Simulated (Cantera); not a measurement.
A closed system holds: 1 mol Si3N4, 6.9 mol NF3, 37 mol H2, at 602 °C and 4.70 mbar.

Cantera equilibrium calculation (NASA polynomials, part measured and part estimated; ideal gas, pure solids and liquids). Candidate condensed phases: Si, Si3N4; 37 gas species. Rates play no part.

**Question.** What is the equilibrium state?

**Answer.** 
* **x(H2)**: 0.656
* **x(HF)**: 0.175
* **x(N2)**: 0.109
* **x(SiF4)**: 0.0602
* **x(NH3)**: 1.23e-6
* **gas amount**: 49.80 mol
* **log10 activity of Si(s) (absent)**: -18.78
